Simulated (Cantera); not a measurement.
Feed: 1 mol V₂O₅, 2.7 mol H₂, 5.3 mol N₂, at 1902 °C and 1900 Pa.

Method: chemical equilibrium by Gibbs-energy minimisation in Cantera with the NASA 1993 tables (ideal gas, pure condensed phases). Candidate condensed phases: H₂O, V, VN, VO, V₂O₃, V₂O₄, V₂O₅; 28 gas species. Condensed phases not in the tables: the oxides between V₂O₃ and V₂O₅ other than VO₂. Rates play no part.

Base state: N₂ 0.623, H₂O 0.205, H₂ 0.105, VO₂ 0.0517, H 0.0115, OH 0.00302, NO 0.000320, O 0.000231 (mole fractions); condensed: V₂O₃(s).

### Question
What changes in the equilibrium state with this change: temperature from 1902 °C to 1050 °C?

### Answer
```json
[
 {"species": "N₂", "before": "0.623", "after": "0.662"},
 {"species": "H₂O", "before": "0.205", "after": "0.250"},
 {"species": "H₂", "before": "0.105", "after": "0.0875"},
 {"species": "VO₂", "before": "0.0517", "after": "3.38e-9"},
 {"species": "H", "before": "0.0115", "after": "3.40e-6"},
 {"species": "O", "before": "0.000231", "after": "<1e-9"},
 {"species": "O₂", "before": "0.000192", "after": "<1e-9"},
 {"species": "VO", "before": "0.000190", "after": "<1e-9"},
 {"species": "NO", "before": "0.000320", "after": "2.47e-9"},
 {"species": "V₂O₃(s), mol", "before": "0.779", "after": "1.00"}
]
```

### Question
What changes in the equilibrium state with this change: temperature from 1902 °C to 1500 °C?

### Answer
```tsv
species	before	after
N₂	0.623	0.662
H₂O	0.205	0.250
H₂	0.105	0.0873
VO₂	0.0517	0.000193
H	0.0115	0.000610
VO	0.000190	1.28e-7
O	0.000231	5.90e-7
O₂	0.000192	7.49e-7
V₂O₃(s), mol	0.779	0.999
```
